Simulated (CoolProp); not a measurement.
Values from CoolProp's reference Helmholtz-energy equation of state, Tillner-Roth 1994.

### Question
For R134a, give the phase and the density (kg/m³), viscosity (µPa s), conductivity (mW/(m K)) at 407.4 K and 11.3 bar; 407.4 K and 33.8 bar; 407.4 K and 101 bar.

### Answer
- 407.4 K and 11.3 bar: gas; density 36.8, viscosity 16.3, conductivity 22.5
- 407.4 K and 33.8 bar: gas; density 136, viscosity 18.0, conductivity 24.7
- 407.4 K and 101 bar: supercritical; density 759, viscosity 61.5, conductivity 49.9

Viscosity comes from a separate model (Huber 2003), an estimate that may be off by 10 % or more. Thermal conductivity comes from a separate model (McLinden 2000), an estimate that may be off by 10 % or more.
